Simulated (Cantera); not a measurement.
A closed system holds: 1 mol CCl4, 7.3 mol H2, at 1598.15 K and 2.00e-5 bar.

These are equilibrium values from Cantera (NASA tables, ideal gas, pure condensed phases), not measurements of a reactor. Candidate condensed phases: C, C6H6, C7H8, C8H18; 91 gas species. Rates play no part.

Base state: H2 0.564, HCl 0.422, H 0.00895, Cl 0.00530, C2H2 (acetylene) 1.52e-5 (mole fractions); condensed: C(graphite).

Task: What changes in the equilibrium state with this change: pressure from 2.00e-5 bar to 0.100 bar?

Result: 
```csv
species,before,after
H2,0.564,0.570
HCl,0.422,0.430
H,0.00895,0.000127
CH4,1.05e-8,5.34e-5
Cl,0.00530,7.60e-5
"C(graphite), mol",1.000,0.999
```

Task: What changes in the equilibrium state with this change: temperature from 1598.15 K to 1773 K?

Result: 
| species | before | after |
|---|---|---|
| H2 | 0.564 | 0.539 |
| HCl | 0.422 | 0.389 |
| H | 0.00895 | 0.0467 |
| Cl | 0.00530 | 0.0259 |
| C2H2 (acetylene) | 1.52e-5 | 7.54e-5 |
| C(graphite), mol | 1.000 | 0.999 |
